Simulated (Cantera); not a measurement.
Charge: 1 mol H2S, 0.96 mol H2O, a varied amount of O2, held at 573 K and 570000 Pa.

Method: chemical equilibrium by Gibbs-energy minimisation in Cantera with the NASA 1993 tables (ideal gas, pure condensed phases). Candidate condensed phases: H2O, H2SO4, S; 19 gas species. Gases not in the tables: S3 to S7. Rates play no part.

**Question.** At 0.15 mol O2, list the 6 most abundant gas species with their mole fractions, and the condensed phases.

**Answer.** H2O 0.639, H2S 0.355, S8 0.00607, H2 5.47e-5, S2 5.02e-5, SO2 3.18e-5. Condensed: S(l).
